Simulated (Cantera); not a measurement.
Adiabatic ignition

An adiabatic, constant-pressure homogeneous reactor starts with 36.4 % H2, 9.09 % O2, 34.2 % N2, 20.4 % H2O, at 1000 K and 5.00 bar.

Detailed kinetics in Cantera: the H2/O2 subset of GRI-Mech 3.0, which has no nitrogen chemistry. The hydrogen kinetics of GRI-Mech 3.0 are dated; newer H2 mechanisms differ, most at raised pressure.

```
t (s)     T (K)   x H2     x O2  x H2O       x H    x H2O2      x OH       x O
--------  -----  -----  -------  -----  --------  --------  --------  --------
1.00e-6    1000  0.364   0.0909  0.204  2.38e-11    <1e-12    <1e-12  1.30e-12
3.76e-6    1000  0.364   0.0909  0.204  2.44e-11  2.36e-12    <1e-12  1.41e-12
1.41e-5    1000  0.364   0.0909  0.204  2.52e-11  3.54e-11    <1e-12  1.45e-12
5.32e-5    1000  0.364   0.0909  0.204  2.82e-11  4.97e-10    <1e-12  1.63e-12
0.000200   1000  0.364   0.0909  0.204  4.13e-11   6.88e-9  1.21e-12  2.38e-12
0.000752   1000  0.364   0.0909  0.204  1.24e-10   9.73e-8  7.81e-12  7.16e-12
0.00283    1000  0.364   0.0909  0.204   2.11e-9   3.15e-6  2.16e-10  1.22e-10
0.0106     1022  0.361   0.0892  0.207   3.01e-7  0.000462   5.26e-8   1.83e-8
0.0400     2227  0.199  1.66e-6  0.423   0.00132   4.46e-9  0.000406   1.86e-6
0.150      2227  0.199  1.66e-6  0.423   0.00132   4.46e-9  0.000406   1.86e-6
0.566      2227  0.199  1.66e-6  0.423   0.00132   4.46e-9  0.000406   1.86e-6
2.13       2227  0.199  1.66e-6  0.423   0.00132   4.46e-9  0.000406   1.86e-6
8.00       2227  0.199  1.66e-6  0.423   0.00132   4.46e-9  0.000406   1.86e-6
```
x: mole fraction; the columns are a selection and need not sum to one.

```yaml
time_of_steepest_temperature_rise: 12.8 ms
temperature at 8.00 s: 2227 K
equilibrium_temperature: 2227 K
x(H2) at 8.00 s: 0.199 (gas-phase equilibrium 0.199)
x(O2) at 8.00 s: 1.66e-6 (gas-phase equilibrium 1.66e-6)
x(H2O) at 8.00 s: 0.423 (gas-phase equilibrium 0.423)
```
